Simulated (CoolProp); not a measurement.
Vapour-liquid equilibrium of carbon dioxide (1) + R22 (2) at 264.6 K; x and y are mole fractions of (1).

Values from CoolProp's multi-fluid Helmholtz-energy mixture model, Span 1996 and Kamei 1995; pair parameters Bell 2016.

Question: Give the bubble pressure and the first vapour's composition at x = 0.05, 0.125, 0.2. Is there an azeotrope?

Answer: x = 0.05: 4.571 bar, y = 0.208; x = 0.125: 5.935 bar, y = 0.423; x = 0.2: 7.415 bar, y = 0.566. No azeotrope shows between x = 0.05 and 0.95.

Pair parameters are fitted to limited data, so mixtures are less certain than the pure fluids.
